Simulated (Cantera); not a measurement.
SiCl4 + HCl + H2 (chlorosilane synthesis and conversion)

Feed: 1 mol SiCl4, 3.6 mol HCl, 12 mol H2, held at 1.70 bar.

These are equilibrium values from Cantera (NASA tables, ideal gas, pure condensed phases), not measurements of a reactor. Candidate condensed phases: Si; 19 gas species. The tables' values for SiCl3 are old estimates; treat these amounts as uncertain. Equilibrium is a limit: real reactors are often held back by kinetics, nucleation or transport.

| T (K) | log p H2 | log p HCl | log p SiCl4 | log p SiCl2 | log p SiCl3 |
|---|---|---|---|---|---|
| 550 | 0.09 | -0.43 | -0.99 | <-11 | <-11 |
| 650 | 0.09 | -0.43 | -0.99 | <-11 | -9.38 |
| 750 | 0.09 | -0.43 | -0.99 | -11.71 | -7.48 |
| 850 | 0.09 | -0.43 | -0.99 | -9.24 | -6.04 |
| 950 | 0.09 | -0.43 | -1.00 | -7.31 | -4.91 |
| 1050 | 0.09 | -0.43 | -1.00 | -5.75 | -4.01 |
| 1150 | 0.09 | -0.43 | -1.02 | -4.49 | -3.28 |
| 1250 | 0.08 | -0.42 | -1.05 | -3.46 | -2.68 |
| 1350 | 0.08 | -0.41 | -1.10 | -2.63 | -2.22 |
| 1450 | 0.07 | -0.38 | -1.20 | -2.01 | -1.89 |
| 1550 | 0.06 | -0.35 | -1.38 | -1.59 | -1.71 |
log p: log10 of the partial pressure in bar; nothing condenses.

From 550 K to 1550 K nothing is condensed. The main Si-bearing gas is SiCl4 throughout.
